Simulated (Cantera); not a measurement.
**Low-pressure radical oxidation in H2/O2**

An isothermal, constant-pressure homogeneous reactor starts with 0.990 % H₂, 99.0 % O₂, equivalence ratio 0.0050, at 923 K and 20.0 Torr.

Cantera simulation using GRI-Mech 3.0 (53 species, 325 reactions); the numbers are that mechanism's predictions, not measurements. Radical loss at walls, strong at low pressure, is not modelled. Below about 950 K walls govern HO2 and H2O2 in real vessels.

```json
[
 {"t (s)": "3.00e-6", "x H₂": "0.00990", "x O₂": "0.990", "x HO₂": "<1e-12", "x OH": "<1e-12", "x H": "<1e-12", "x H₂O": "<1e-12"},
 {"t (s)": "1.70e-5", "x H₂": "0.00990", "x O₂": "0.990", "x HO₂": "<1e-12", "x OH": "<1e-12", "x H": "<1e-12", "x H₂O": "<1e-12"},
 {"t (s)": "9.59e-5", "x H₂": "0.00990", "x O₂": "0.990", "x HO₂": "1.89e-12", "x OH": "<1e-12", "x H": "1.30e-12", "x H₂O": "<1e-12"},
 {"t (s)": "0.000542", "x H₂": "0.00990", "x O₂": "0.990", "x HO₂": "1.12e-11", "x OH": "7.24e-12", "x H": "4.50e-12", "x H₂O": "5.58e-12"},
 {"t (s)": "0.00306", "x H₂": "0.00990", "x O₂": "0.990", "x HO₂": "1.12e-10", "x OH": "2.99e-10", "x H": "1.29e-10", "x H₂O": "7.73e-10"},
 {"t (s)": "0.0173", "x H₂": "0.00490", "x O₂": "0.987", "x HO₂": "1.01e-5", "x OH": "0.000644", "x H": "0.000757", "x H₂O": "0.00430"},
 {"t (s)": "0.0979", "x H₂": "2.63e-5", "x O₂": "0.990", "x HO₂": "1.21e-6", "x OH": "3.86e-5", "x H": "2.86e-6", "x H₂O": "0.00990"},
 {"t (s)": "0.554", "x H₂": "1.47e-6", "x O₂": "0.990", "x HO₂": "1.66e-7", "x OH": "7.95e-6", "x H": "2.92e-8", "x H₂O": "0.00994"},
 {"t (s)": "3.13", "x H₂": "6.20e-8", "x O₂": "0.990", "x HO₂": "1.53e-8", "x OH": "1.96e-6", "x H": "4.00e-10", "x H₂O": "0.00995"},
 {"t (s)": "17.7", "x H₂": "8.24e-10", "x O₂": "0.990", "x HO₂": "1.60e-9", "x OH": "5.93e-7", "x H": "1.10e-11", "x H₂O": "0.00995"},
 {"t (s)": "100", "x H₂": "3.41e-11", "x O₂": "0.990", "x HO₂": "2.32e-10", "x OH": "2.15e-7", "x H": "<1e-12", "x H₂O": "0.00995"}
]
```
x: mole fraction; the columns are a selection and need not sum to one.

Equilibrium at this temperature and pressure: H₂ <1e-12, O₂ 0.990, HO₂ 1.00e-10, OH 2.60e-8, H <1e-12, H₂O 0.00995 (gas phase only).
